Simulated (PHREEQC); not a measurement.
Solution (25 °C): 0.0064 mol ZnSO4 per kg of water. Closed to the air; pH follows from the charge balance.

Computed with PHREEQC (ion-association model, wateq4f.dat).

Problem. The ionic strength comes out as 0.0184 mol/kgw. What activity coefficients do ZnOH+, H+, SO4-2, Zn+2, Zn(SO4)2-2 get?

Solution. ZnOH+ 0.87, H+ 0.89, SO4-2 0.59, Zn+2 0.61, Zn(SO4)2-2 0.59.

Precipitation was switched off in this run. Complexes and solids missing from the database can't appear.
